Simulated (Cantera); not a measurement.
Cantera run, input and output.

```python
import numpy as np
import cantera as ct

gas = ct.Solution("gri30.yaml")
gas.TPX = 1150, 10000, {'N2O': 1, 'H2O': 0.036}
inlet = ct.Reservoir(gas, clone=True)

reactor = ct.IdealGasConstPressureReactor(gas, energy="off", clone=False)
exhaust = ct.Reservoir(gas, clone=True)
tau = [11, 3, 0.8, 0.21, 0.057, 0.015, 0.0041, 0.0011, 0.00029][0]
for a, b in ((inlet, reactor), (reactor, exhaust)):
    ct.MassFlowController(a, b, mdot=lambda t: reactor.mass / tau)
net = ct.ReactorNet([reactor])
show = ['N2O', 'H2O', 'HO2', 'H2', 'OH']

rows = []
print(f"{'tau/s':>10s}{'T/K':>9s}" + "".join(f"{s:>11s}" for s in show))
for tau in [11, 3, 0.8, 0.21, 0.057, 0.015, 0.0041, 0.0011, 0.00029]:
    net.initial_time = 0.0
    net.advance(30 * tau)
    before = gas.X
    net.advance(40 * tau)
    drift = np.max(np.abs(gas.X - before) / (gas.X + 1e-9))
    rows.append([gas.T, *gas[show].X, drift])
    print(f"{tau:10.3e}{gas.T:9.1f}" + "".join(f"{x:11.3e}" for x in gas[show].X))
```

Result:

```
     tau/s      T/K        N2O        H2O        HO2         H2         OH
 1.100e+01   1150.0  6.762e-01  3.136e-02  1.272e-07  1.322e-08  1.097e-05
 3.000e+00   1150.0  8.629e-01  3.355e-02  3.866e-07  1.436e-08  1.041e-05
 8.000e-01   1150.0  9.353e-01  3.440e-02  9.355e-07  2.005e-08  8.731e-06
 2.100e-01   1150.0  9.572e-01  3.465e-02  1.739e-06  3.082e-08  6.655e-06
 5.700e-02   1150.0  9.630e-01  3.472e-02  2.505e-06  2.893e-08  4.794e-06
 1.500e-02   1150.0  9.647e-01  3.474e-02  2.495e-06  1.074e-08  3.079e-06
 4.100e-03   1150.0  9.651e-01  3.475e-02  1.010e-06  1.698e-09  1.676e-06
 1.100e-03   1150.0  9.652e-01  3.475e-02  1.350e-07  1.208e-10  6.409e-07
 2.900e-04   1150.0  9.652e-01  3.475e-02  9.635e-09  4.241e-12  1.667e-07
```

Computed with Cantera and GRI-Mech 3.0 (53 species, 325 reactions). GRI-Mech 3.0 was tuned for natural gas; its chemistry of N2O as a main component is partial and can be far from experiment. The mechanism lacks the step 2 NO + O2 → 2 NO2, which can matter for NO2 below about 1400 K. The temperature is held fixed by assumption; the heat of reaction is taken as removed at once.
